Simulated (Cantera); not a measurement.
An isothermal, constant-pressure homogeneous reactor starts with CH4 : N2 = 1 : 10 (molar parts), at 1800 K and 0.0237 atm. Integrator tolerance rtol = 1e-08.

Cantera simulation using GRI-Mech 3.0 (53 species, 325 reactions); the numbers are that mechanism's predictions, not measurements. GRI-Mech 3.0 stops at C3 and has no aromatics, soot or wall deposition, so with more carbon than oxygen in the feed, carbon stays in small species such as C2H2 where larger ones or solid carbon would form. Radical loss at walls, strong at low pressure, is not modelled.

Task: What does this change do: pressure from 0.0237 atm to 0.0132 atm?

Result: 
```json
[
 {"quantity": "x(CH4) at 1.00 s", "before": "0.000460 (gas-phase equilibrium 6.60e-6)", "after": "0.000957 (gas-phase equilibrium 3.66e-6)"},
 {"quantity": "x(H2) at 1.00 s", "before": "0.124 (gas-phase equilibrium 0.125)", "after": "0.123 (gas-phase equilibrium 0.124)"},
 {"quantity": "x(C2H4) at 1.00 s", "before": "3.47e-6 (gas-phase equilibrium 8.15e-7)", "after": "4.06e-6 (gas-phase equilibrium 4.52e-7)"},
 {"quantity": "x(CH3) at 1.00 s", "before": "5.34e-5 (gas-phase equilibrium 8.77e-7)", "after": "0.000111 (gas-phase equilibrium 6.52e-7)"},
 {"quantity": "x(HCN) at 1.00 s", "before": "2.73e-5 (gas-phase equilibrium 0.0598)", "after": "2.21e-5 (gas-phase equilibrium 0.0598)"}
]
```

Task: What does this change do: CH4 1 to 0.16 parts?

Result: 
```
quantity                                             before                                     after
-----------------  ----------------------------------------  ----------------------------------------
x(CH4) at 1.00 s   0.000460 (gas-phase equilibrium 6.60e-6)  0.000130 (gas-phase equilibrium 1.16e-7)
x(H2) at 1.00 s         0.124 (gas-phase equilibrium 0.125)     0.0229 (gas-phase equilibrium 0.0231)
x(C2H4) at 1.00 s   3.47e-6 (gas-phase equilibrium 8.15e-7)   5.02e-7 (gas-phase equilibrium 7.28e-9)
x(CH3) at 1.00 s    5.34e-5 (gas-phase equilibrium 8.77e-7)   2.51e-5 (gas-phase equilibrium 3.57e-8)
x(HCN) at 1.00 s     2.73e-5 (gas-phase equilibrium 0.0598)    3.98e-5 (gas-phase equilibrium 0.0144)
```
